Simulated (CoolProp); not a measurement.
Vapour-liquid equilibrium of ethylbenzene (1) + m-xylene (2) at 0.00202 MPa; x and y are mole fractions of (1).

The numbers come from the multi-fluid Helmholtz-energy mixture model, Zhou 2012 and Zhou 2012; pair parameters Bell 2016 in CoolProp.

Give the bubble temperature and the first vapour's composition at x = 0.125, 0.35, 0.65. Is there an azeotrope?

x = 0.125: 35.3 °C, y = 0.143; x = 0.35: 34.6 °C, y = 0.383; x = 0.65: 33.9 °C, y = 0.677. No azeotrope shows between x = 0.05 and 0.95.

The pair parameters rest on a limited set of measurements; away from them the model extrapolates.
